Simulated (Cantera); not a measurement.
Mixture: 5.79 % C3H8, 19.3 % O2, 72.3 % N2, 2.60 % CO2, at 16.0 bar, adiabatic and at constant pressure. Ignition delay is the time to a rise of 400 K.

Detailed kinetics in Cantera: GRI-Mech 3.0 (53 species, 325 reactions). GRI-Mech 3.0 was tuned for natural gas; its chemistry of propane as a main component is partial and can be far from experiment. The pressure lies above the range GRI-Mech 3.0 was tuned for (to about 10 atm).

Problem. Predict: delay at 1198 K; delay at 1348 K; delay at 1498 K; delay at 1648 K; delay at 1798 K; apparent activation energy between 1723 and 1873 K.

Solution. 
```json
{
  "delay at 1198 K": "1.32 ms",
  "delay at 1348 K": "0.114 ms",
  "delay at 1498 K": "16.5 µs",
  "delay at 1648 K": "4.16 µs",
  "delay at 1798 K": "1.61 µs",
  "apparent activation energy between 1723 and 1873 K": "140 kJ/mol"
}
```
